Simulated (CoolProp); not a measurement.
Values from CoolProp's reference Helmholtz-energy equation of state, Wagner 2002.

Problem. Give the vapour pressure (kPa), vapour density (kg/m³), liquid viscosity (µPa s) of saturated water at 436.7 K.

Solution. 
```csv
T (K),p (kPa),vapour density (kg/m³),liquid viscosity (µPa s)
436.7,676,3.55,166
```

Viscosity comes from a separate model (Huber 2009).
